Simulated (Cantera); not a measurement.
A closed system holds: 1 mol CsOH, 0.11 mol H₂, at 1698 K and 220000 Pa.

Equilibrium computed with Cantera from the NASA thermochemical tables; the gas is ideal and each condensed phase is pure. Candidate condensed phases: Cs, CsOH, H₂O; 15 gas species. Kinetics and transport are ignored.

Base state: CsOH 0.757, H₂O 0.0982, Cs 0.0980, H₂ 0.0453, Cs₂(OH)₂ 0.00141, Cs₂ 0.000111, H 2.07e-5 (mole fractions); condensed: gas only.

What changes in the equilibrium state with this change: temperature from 1698 K to 1548 K?


| species | before | after |
|---|---|---|
| CsOH | 0.757 | 0.781 |
| H₂O | 0.0982 | 0.0791 |
| Cs | 0.0980 | 0.0789 |
| H₂ | 0.0453 | 0.0561 |
| H | 2.07e-5 | 4.92e-6 |
| Cs₂(OH)₂ | 0.00141 | 0.00486 |
| Cs₂ | 0.000111 | 0.000105 |
